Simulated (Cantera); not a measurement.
Cantera run, input and output.

```python
import numpy as np
import cantera as ct

surf = ct.Interface("ptcombust.yaml", "Pt_surf")
gas = surf.adjacent["gas"]
gas.TPX = 575, 500000, {'H2': 0.002, 'O2': 0.16, 'N2': 0.79}
surf.TP = 575, 500000
reactor = ct.FlowReactor(gas, clone=False)
reactor.area = 0.0001  # m2
reactor.surface_area_to_volume_ratio = 1100  # 1/m
reactor.mass_flow_rate = 0.66 * reactor.area * gas.density  # inlet velocity 0.66 m/s
reactor.energy_enabled = False
wall = ct.ReactorSurface(surf, reactor, clone=False)
net = ct.ReactorNet([reactor])
net.rtol, net.atol = 1e-8, 1e-16
show, cover = ['H2', 'O2', 'H2O'], ['PT(S)', 'H(S)', 'O(S)', 'OH(S)', 'CO(S)', 'C(S)']

rows = []
print(f"{'z/m':>9s}{'u/(m/s)':>9s}" + "".join(f"{s:>13s}" for s in show + cover))
for z in [0.00061, 0.0013, 0.0028, 0.0061, 0.013, 0.028, 0.061]:
    net.advance(z)
    rows.append([reactor.speed, *gas[show].X, *surf[cover].coverages])
    print(f"{z:9.4g}{rows[-1][0]:9.3g}" + "".join(f"{x:13.4e}" for x in rows[-1][1:]))
```

Result:

```
      z/m  u/(m/s)           H2           O2          H2O        PT(S)         H(S)         O(S)        OH(S)        CO(S)         C(S)
  0.00061     0.66   1.3227e-03   1.6774e-01   7.7897e-04   1.2612e-02   4.2802e-09   9.8254e-01   4.8454e-03   8.1656e-27  -1.2562e-30
   0.0013     0.66   9.3160e-04   1.6758e-01   1.1705e-03   8.8925e-03   2.1297e-09   9.8665e-01   4.4563e-03   1.7937e-25   3.6441e-31
   0.0028    0.659   5.6673e-04   1.6743e-01   1.5357e-03   5.4168e-03   7.9365e-10   9.9084e-01   3.7415e-03  -6.6869e-26   8.1425e-30
   0.0061    0.659   3.0414e-04   1.6732e-01   1.7986e-03   2.9136e-03   2.3182e-10   9.9421e-01   2.8767e-03   7.5332e-25   9.8961e-29
    0.013    0.659   1.5413e-04   1.6726e-01   1.9488e-03   1.4870e-03   6.1156e-11   9.9640e-01   2.1080e-03  -1.7055e-26  -6.3630e-31
    0.028    0.659   7.3721e-05   1.6722e-01   2.0293e-03   7.3247e-04   1.4879e-11   9.9777e-01   1.4992e-03  -2.9356e-27   2.0377e-31
    0.061    0.659   3.3001e-05   1.6721e-01   2.0700e-03   3.7049e-04   3.5690e-12   9.9856e-01   1.0733e-03  -1.1419e-27  -8.1816e-32
```

Detailed kinetics in Cantera: Deutschmann's 1995 Pt surface mechanism with GRI-Mech 3.0 gas chemistry. Catalytic surfaces can have several steady states; this one follows from the mechanism file's or the stated starting coverage. Mass transfer to the wall is taken as infinitely fast.
